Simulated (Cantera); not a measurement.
Input (Python, Cantera) and output of one run.

```python
import numpy as np
import cantera as ct

gas_names = """
    O2 CL2
""".split()
cond_names = """
    Ca(L) CaCL2(L) CaO(s)
""".split()


# ... load() reads the species with a 1 bar reference pressure and builds the phases ...
species = {s.name: s for s in load("nasa_gas.yaml", gas_names) + load("nasa_condensed.yaml", cond_names)}
T = 1750
g = {n: (s.thermo.h(T) - T * s.thermo.s(T)) / (ct.gas_constant * T * np.log(10)) for n, s in species.items()}
valid = cond_names  # the entries whose range holds T


def stable(la, lb):
    # potentials (over RT ln 10) of the two non-metals from log10 p(O2) and log10 p(CL2) in bar
    mu = {}
    mu["O"] = (g["O2"] + la) / 2
    mu["Cl"] = (g["CL2"] + lb) / 2
    cost = {}
    for n in valid:
        c = species[n].composition
        cost[n] = (g[n] - sum(c.get(e, 0) * m for e, m in mu.items())) / c["Ca"]
    return min(cost, key=cost.get)


results = []
for lb in [1, -0.8, -2.5, -4.2, -6, -7.8, -9.5, -11.2, -13]:
    row = [stable(la, lb) for la in [-21, -19.6, -18.2, -16.9, -15.5, -14.1, -12.8, -11.4, -10, -8.6, -7.2, -5.9, -4.5, -3.1, -1.8, -0.4, 1]]
    results.append(row)
    print(f"{lb:6.1f}  " + " ".join(f"{valid.index(n):x}" for n in row))
print("key: " + ", ".join(f"{i:x} {n}" for i, n in enumerate(valid)))
```

It prints:

```
   1.0  1 1 1 1 1 1 1 1 1 1 1 1 1 1 1 1 1
  -0.8  1 1 1 1 1 1 1 1 1 1 1 1 1 1 1 1 1
  -2.5  1 1 1 1 1 1 1 1 1 1 1 1 1 1 1 1 1
  -4.2  1 1 1 1 1 1 1 1 1 1 1 1 1 1 2 2 2
  -6.0  1 1 1 1 1 1 1 1 1 1 1 1 2 2 2 2 2
  -7.8  1 1 1 1 1 1 1 1 1 2 2 2 2 2 2 2 2
  -9.5  1 1 1 1 1 1 2 2 2 2 2 2 2 2 2 2 2
 -11.2  1 1 1 1 2 2 2 2 2 2 2 2 2 2 2 2 2
 -13.0  1 2 2 2 2 2 2 2 2 2 2 2 2 2 2 2 2
key: 0 Ca(L), 1 CaCL2(L), 2 CaO(s)
```

Cantera with NASA thermochemical tables; ideal gases at 1 bar, condensed phases pure. Not in the tables: oxide halides.
